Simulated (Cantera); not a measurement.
Source: NASA polynomial tables (part measured, part estimated), evaluated in Cantera. Values are per mole of reaction as written; species without (g) are pure solids or liquids, kept so even where they would boil at 1 bar.

Between 300 and 600 K, where is each reaction favourable under standard conditions?
- P₄O₁₀ → P₄(g) + 10 O(g)


- P₄O₁₀ → P₄(g) + 10 O(g): ΔG° is 5062 kJ at 300 K and 4559 kJ at 600 K; it stays positive (K < 1). ΔH° is 5564 kJ and ΔS° 1674 J/K at 600 K.
